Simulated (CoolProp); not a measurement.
A closed Brayton cycle with carbon dioxide: compressor inlet 321.15 K and 8.6 MPa, high pressure 29.9 MPa, turbine inlet 700 K, compressor efficiency 0.8, turbine efficiency 0.85, recuperator effectiveness 0 (on enthalpy, no pinch check). Each further row changes one setting.

The numbers come from the reference Helmholtz-energy equation of state, Span 1996 in CoolProp.

```csv
case,thermal efficiency (%),net work (kJ/kg),compressor to turbine work,compressor exit (K),turbine exit (K)
as stated,14.8,57.9,0.53,420.1,571.4
turbine inlet 650 K,14.2,46.3,0.59,420.1,525.8
compressor inlet 331.15 K,13.5,47.6,0.62,442.1,571.4
high pressure 25.4 MPa,13.5,54.7,0.50,406.6,587.8
recuperator effectiveness 0.5,19.1,57.9,0.53,420.1,571.4
```
